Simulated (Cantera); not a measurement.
A closed system holds: 1 mol SiH2Cl2, 0.22 mol Cl2, 30 mol H2, at 927 °C and 10.0 mbar.

Equilibrium computed with Cantera from the NASA thermochemical tables; the gas is ideal and each condensed phase is pure. Candidate condensed phases: Si; 19 gas species. The tables' values for SiCl3 are old estimates; treat these amounts as uncertain. Rates play no part.

Base state: H2 0.938, HCl 0.0518, SiCl2 0.00674, SiCl4 0.00137, SiCl3 0.00103, SiHCl3 0.000675, SiH2Cl2 4.35e-5 (mole fractions); condensed: Si(s).

**Question.** What changes in the equilibrium state with this change: pressure from 10.0 mbar to 1.00 bar?

**Answer.** 
| species | before | after |
|---|---|---|
| H2 | 0.938 | 0.960 |
| HCl | 0.0518 | 0.0241 |
| SiHCl3 | 0.000675 | 0.00669 |
| SiH3Cl | 7.69e-7 | 3.67e-5 |
| SiH2Cl2 | 4.35e-5 | 0.000947 |
| SiCl2 | 0.00674 | 0.00143 |
| SiCl4 | 0.00137 | 0.00619 |
| SiCl3 | 0.00103 | 0.00101 |
| Si(s), mol | 0.683 | 0.482 |
